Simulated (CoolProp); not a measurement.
A single-stage vapour-compression cycle with R1336mzz(Z): evaporating at 309.15 K (dew point), condensing at 352.15 K (bubble point), superheat 10 K, subcooling 0 K, compressor efficiency 0.7, no pressure losses. Each further row changes one setting.

Values from CoolProp's reference Helmholtz-energy equation of state, McLinden 2020.

```
case                              cooling COP  pressure ratio  discharge temperature (K)  refrigerating effect (kJ/kg)  volumetric capacity (kJ/m³)
--------------------------------  -----------  --------------  -------------------------  ----------------------------  ---------------------------
as stated                          (withheld)            3.77                      357.3                           117                          844
evaporating temperature 314.15 K         4.75      (withheld)                      357.6                    (withheld)                   (withheld)
condensing temperature 347.15 K          4.70            3.29                      353.2                           124                          892
subcooling 5 K                           4.23            3.77                      357.3                           124                          892
superheat 20 K                           4.15            3.77                      367.4                           126                          878
compressor efficiency 0.6          (withheld)            3.77                      362.0                           117                          844
```

Some entries are withheld; supply them.


- as stated, cooling COP: 4.00
- evaporating temperature 314.15 K, pressure ratio: 3.16
- evaporating temperature 314.15 K, refrigerating effect (kJ/kg): 121
- evaporating temperature 314.15 K, volumetric capacity (kJ/m³): 1030
- compressor efficiency 0.6, cooling COP: 3.43
